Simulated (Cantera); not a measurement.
Mixture: 11.8 % CH4, 0.413 % C2H6, 14.7 % O2, 55.3 % N2, 17.7 % H2O, equivalence ratio 1.7, at 10.0 bar, adiabatic and at constant volume. Ignition delay is the time to a rise of 400 K.

Cantera simulation using GRI-Mech 3.0 (53 species, 325 reactions); the numbers are that mechanism's predictions, not measurements.

**Question.** Predict: delay at 1123 K; delay at 1173 K; delay at 1223 K; delay at 1273 K; delay at 1323 K; delay at 1373 K; delay at 1423 K; apparent activation energy between 1323 and 1423 K.

**Answer.** 
- delay at 1123 K = 5.41 ms
- delay at 1173 K = 3.22 ms
- delay at 1223 K = 2.00 ms
- delay at 1273 K = 1.26 ms
- delay at 1323 K = 0.805 ms
- delay at 1373 K = 0.515 ms
- delay at 1423 K = 0.329 ms
- apparent activation energy between 1323 and 1423 K = 140 kJ/mol
